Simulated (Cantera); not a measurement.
Standard-state values (1 bar) from the NASA 1993 polynomials, evaluated with Cantera. Values are per mole of reaction as written; species without (g) are pure solids or liquids, kept so even where they would boil at 1 bar. TaC: taken at fixed stoichiometry.

4 CO2(g) + 2 Ta2O5 → 4 TaC + 9 O2(g)

| T (K) | ΔH° (kJ) | ΔS° (J/K) | ΔG° (kJ) | log10 K |
|---|---|---|---|---|
| 300 | [?] | [?] | [?] | [?] |
| 1725 | 5010.4 | 792.0 | 3644.2 | -110.35 |
| 1750 | 5008.8 | 791.1 | 3624.4 | -108.18 |
| 1775 | 5007.1 | 790.2 | 3604.6 | -106.07 |
| 1800 | 5005.5 | 789.2 | 3584.9 | -104.03 |
| 1825 | [?] | [?] | [?] | [?] |
| 1850 | 5002.3 | 787.5 | 3545.4 | -100.10 |
| 1875 | 5000.7 | 786.6 | 3525.8 | -98.22 |
| 1900 | 4999.1 | 785.8 | 3506.1 | -96.39 |
| 1925 | 4997.5 | 785.0 | 3486.5 | -94.60 |
| 1950 | 4996.0 | 784.2 | 3466.9 | -92.86 |
| 1975 | [?] | [?] | [?] | [?] |

Q: What belongs in the gaps?

A: 
- 300, ΔH° (kJ): 5089.6
- 300, ΔS° (J/K): 874.3
- 300, ΔG° (kJ): 4827.3
- 300, log10 K: -840.50
- 1825, ΔH° (kJ): 5003.9
- 1825, ΔS° (J/K): 788.4
- 1825, ΔG° (kJ): 3565.1
- 1825, log10 K: -102.04
- 1975, ΔH° (kJ): 4994.4
- 1975, ΔS° (J/K): 783.4
- 1975, ΔG° (kJ): 3447.3
- 1975, log10 K: -91.17
